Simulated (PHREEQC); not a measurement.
Make-up at 50 °C: 0.0078 mol/kgw ZnSO4, 0.026 mol/kgw MgSO4 and 0.00032 mol/kgw HCl. Closed to the air; pH follows from the charge balance.

Model: ion-association model, wateq4f.dat, run in PHREEQC.

Each row changes one thing in this solution. This is a speciation only: nothing precipitates in the calculation.

```json
[
 {"case": "as made", "pH": "3.91", "ionic strength (mol/kgw)": "0.0644", "SO4-2 (mol/kgw)": "0.0156", "HSO4- (mol/kgw)": "0.000174"},
 {"case": "MgSO4 replaced by Cs2SO4 at the same molality", "pH": "4.05", "ionic strength (mol/kgw)": "___", "SO4-2 (mol/kgw)": "0.0284", "HSO4- (mol/kgw)": "0.000212"},
 {"case": "ZnSO4 replaced by Rb2SO4 at the same molality", "pH": "3.95", "ionic strength (mol/kgw)": "0.0672", "SO4-2 (mol/kgw)": "0.0186", "HSO4- (mol/kgw)": "0.000187"},
 {"case": "ZnSO4 replaced by FeSO4 at the same molality", "pH": "___", "ionic strength (mol/kgw)": "0.0647", "SO4-2 (mol/kgw)": "0.0160", "HSO4- (mol/kgw)": "0.000174"},
 {"case": "diluted 2-fold with water", "pH": "4.12", "ionic strength (mol/kgw)": "0.0364", "SO4-2 (mol/kgw)": "0.00893", "HSO4- (mol/kgw)": "7.09e-5"},
 {"case": "temperature from 50 to 80 °C", "pH": "___", "ionic strength (mol/kgw)": "0.0539", "SO4-2 (mol/kgw)": "0.0130", "HSO4- (mol/kgw)": "0.000222"},
 {"case": "HCl from 0.00032 to 0.0032 mol/kgw", "pH": "2.90", "ionic strength (mol/kgw)": "0.0669", "SO4-2 (mol/kgw)": "0.0148", "HSO4- (mol/kgw)": "___"},
 {"case": "MgSO4 from 0.026 to 0.0026 mol/kgw", "pH": "3.76", "ionic strength (mol/kgw)": "0.0263", "SO4-2 (mol/kgw)": "0.00632", "HSO4- (mol/kgw)": "0.000121"},
 {"case": "HCl replaced by MgCl2 at the same molality", "pH": "___", "ionic strength (mol/kgw)": "0.0648", "SO4-2 (mol/kgw)": "0.0156", "HSO4- (mol/kgw)": "3.37e-6"}
]
```

### Question
Fill in the missing entries.

### Answer

- MgSO4 replaced by Cs2SO4 at the same molality, ionic strength (mol/kgw): 0.0911
- ZnSO4 replaced by FeSO4 at the same molality, pH: 3.92
- temperature from 50 to 80 °C, pH: 4.08
- HCl from 0.00032 to 0.0032 mol/kgw, HSO4- (mol/kgw): 0.00169
- HCl replaced by MgCl2 at the same molality, pH: 5.62

Complexes and solids missing from the database can't appear. At this temperature some constants are extrapolated from 25 °C, and those without enthalpy data are left unchanged.
